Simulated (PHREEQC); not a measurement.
Dissolve 2.1 mmol/kgw NaH2PO4, 0.27 mmol/kgw Na2HPO4 and 0.083 mmol/kgw KCl at 20 °C. Closed to the air; pH follows from the charge balance.

The numbers come from PHREEQC with the ion-association model, phreeqc.dat.

```json
{
  "pH": "6.25",
  "ionic_strength": "0.00299 mol/kgw",
  "specific_conductance": "203 µS/cm",
  "total_alkalinity": "0.270 meq/kg"
}
```

```json
[
 {"species": "Na+", "molality": "0.00264", "activity": "0.00249", "log γ": "-0.026"},
 {"species": "H2PO4-", "molality": "0.00210", "activity": "0.00198", "log γ": "-0.025"},
 {"species": "HPO4-2", "molality": "0.000270", "activity": "0.000213", "log γ": "-0.102"},
 {"species": "Cl-", "molality": "8.30e-5", "activity": "7.82e-5", "log γ": "-0.026"},
 {"species": "K+", "molality": "8.30e-5", "activity": "7.82e-5", "log γ": "-0.026"},
 {"species": "NaHPO4-", "molality": "1.10e-6", "activity": "1.04e-6", "log γ": "-0.025"},
 {"species": "H+", "molality": "5.92e-7", "activity": "5.60e-7", "log γ": "-0.024"},
 {"species": "H3PO4", "molality": "1.54e-7", "activity": "1.54e-7", "log γ": "0.000"},
 {"species": "KHPO4-", "molality": "3.45e-8", "activity": "3.25e-8", "log γ": "-0.025"}
]
```

This is a speciation only: nothing precipitates in the calculation.
